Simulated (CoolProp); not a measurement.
R21 at 275.66 K and 2.94 MPa is throttled through a valve to 1.2 MPa with no heat exchange. Each further row changes one setting.

Computed with CoolProp (reference Helmholtz-energy equation of state, Platzer 1990). This equation is an older, rougher fit; its heat capacities, sound speeds and derivatives of the liquid may be far off and weren't checked against measurements.

```
case                      temperature change (K)
------------------------  ----------------------
as stated                                    [?]
outlet pressure 0.36 MPa                     [?]
outlet pressure 1.56 MPa                     [?]
```

Problem. Some entries are withheld; supply them.

Solution. 
- as stated, temperature change (K): +0.7
- outlet pressure 0.36 MPa, temperature change (K): +1.0
- outlet pressure 1.56 MPa, temperature change (K): +0.5
